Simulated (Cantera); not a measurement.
An isothermal, constant-pressure homogeneous reactor starts with CO : O₂ : H₂O : N₂ = 0.02 : 0.08 : 0.029 : 1 (molar parts), equivalence ratio 0.12, at 950 K and 5.70 bar. Integrator tolerance rtol = 1e-08.

Model: GRI-Mech 3.0 (53 species, 325 reactions), integrated in Cantera.

What does this change do: CO 0.02 to 0.011 parts?


```json
[
 {"quantity": "x(CO) at 20.0 s", "before": "0.000751 (gas-phase equilibrium <1e-12)", "after": "0.000628 (gas-phase equilibrium <1e-12)"},
 {"quantity": "x(O₂) at 20.0 s", "before": "0.0629 (gas-phase equilibrium 0.0625)", "after": "0.0671 (gas-phase equilibrium 0.0668)"},
 {"quantity": "x(H₂O) at 20.0 s", "before": "0.0259 (gas-phase equilibrium 0.0259)", "after": "0.0260 (gas-phase equilibrium 0.0260)"},
 {"quantity": "x(H) at 20.0 s", "before": "2.05e-11 (gas-phase equilibrium <1e-12)", "after": "1.48e-11 (gas-phase equilibrium <1e-12)"},
 {"quantity": "x(CO₂) at 20.0 s", "before": "0.0171 (gas-phase equilibrium 0.0179)", "after": "0.00924 (gas-phase equilibrium 0.00987)"},
 {"quantity": "x(NO) at 20.0 s", "before": "1.18e-12 (gas-phase equilibrium 1.03e-5)", "after": "<1e-12 (gas-phase equilibrium 1.06e-5)"},
 {"quantity": "x(OH) at 20.0 s", "before": "4.16e-9 (gas-phase equilibrium 1.00e-8)", "after": "3.80e-9 (gas-phase equilibrium 1.02e-8)"}
]
```

What does this change do: temperature 950 to 1425 K?


```
quantity                                            before                                      after
----------------  ----------------------------------------  -----------------------------------------
x(CO) at 20.0 s    0.000751 (gas-phase equilibrium <1e-12)    4.51e-8 (gas-phase equilibrium 4.52e-8)
x(O₂) at 20.0 s      0.0629 (gas-phase equilibrium 0.0625)      0.0626 (gas-phase equilibrium 0.0623)
x(H₂O) at 20.0 s     0.0259 (gas-phase equilibrium 0.0259)      0.0259 (gas-phase equilibrium 0.0259)
x(H) at 20.0 s     2.05e-11 (gas-phase equilibrium <1e-12)  4.88e-10 (gas-phase equilibrium 4.88e-10)
x(CO₂) at 20.0 s     0.0171 (gas-phase equilibrium 0.0179)      0.0179 (gas-phase equilibrium 0.0179)
x(NO) at 20.0 s   1.18e-12 (gas-phase equilibrium 1.03e-5)   5.71e-7 (gas-phase equilibrium 0.000485)
x(OH) at 20.0 s    4.16e-9 (gas-phase equilibrium 1.00e-8)    9.61e-6 (gas-phase equilibrium 9.60e-6)
```
